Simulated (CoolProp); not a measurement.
A simple Rankine cycle with n-perfluorohexane: condensing at 328.15 K, boiler at 0.605 MPa, turbine inlet 435.6 K, turbine efficiency 0.9, pump efficiency 0.7, no recuperator. Each further row changes one setting.

Values from CoolProp's reference Helmholtz-energy equation of state, Gao 2022.

| case | thermal efficiency (%) | net work (kJ/kg) | heat in (kJ/kg) | turbine exit temperature (K) | volume ratio over the turbine |
|---|---|---|---|---|---|
| as stated | 8.7 | 15.7 | 180 | 414.0 | 7.01 |
| condensing temperature 320.15 K | [?] | 18.2 | 189 | [?] | 9.30 |
| boiler pressure 0.423 MPa | [?] | 13.1 | [?] | 418.9 | 4.69 |
| turbine efficiency 0.8 | 7.7 | [?] | 180 | [?] | [?] |

Task: Complete the blanks.

Result: 
- condensing temperature 320.15 K, thermal efficiency (%): 9.6
- condensing temperature 320.15 K, turbine exit temperature (K): 411.2
- boiler pressure 0.423 MPa, thermal efficiency (%): 7.2
- boiler pressure 0.423 MPa, heat in (kJ/kg): 182
- turbine efficiency 0.8, net work (kJ/kg): 13.9
- turbine efficiency 0.8, turbine exit temperature (K): 415.9
- turbine efficiency 0.8, volume ratio over the turbine: 7.04
